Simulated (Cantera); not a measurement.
A perfectly stirred reactor is fed with CO : H2 : O2 : N2 : H2O = 1 : 0.43 : 1.49 : 5.6 : 0.92 (molar parts), at 750 Torr; it is adiabatic with a 775 K inlet, and is followed from long to short residence time, starting on the burning branch (τ in s: 0.038, 0.017, 0.0079, 0.0036, 0.0016, 0.00073, 0.00033, 0.00015, 6.8e-05, 3.1e-05, 1.4e-05, 6.3e-06).

Cantera simulation using GRI-Mech 3.0 (53 species, 325 reactions); the numbers are that mechanism's predictions, not measurements.

Problem. What does this change do: H2 0.43 to 0.69 parts?

Solution. 
| quantity | before | after |
|---|---|---|
| blow-out, bracketed by the residence times tried | burning at 0.150 ms, out at 68.0 µs | burning at 68.0 µs, out at 31.0 µs |
| x(CO) at τ = 38.0 ms | 0.00134 | 0.00194 |
| x(H2) at τ = 38.0 ms | 0.000318 | 0.000588 |
| x(O2) at τ = 38.0 ms | 0.0887 | 0.0727 |
| x(N2O) at τ = 38.0 ms | 4.33e-7 | 3.30e-7 |
| x(O) at τ = 38.0 ms | 0.000394 | 0.000532 |
| x(CO) at τ = 0.330 ms | 0.0218 | 0.0216 |
| x(H2) at τ = 0.330 ms | 0.00414 | 0.00632 |
| x(O2) at τ = 0.330 ms | 0.0967 | 0.0810 |
| x(N2O) at τ = 0.330 ms | 2.91e-7 | 2.47e-7 |
| x(O) at τ = 0.330 ms | 0.00529 | 0.00626 |
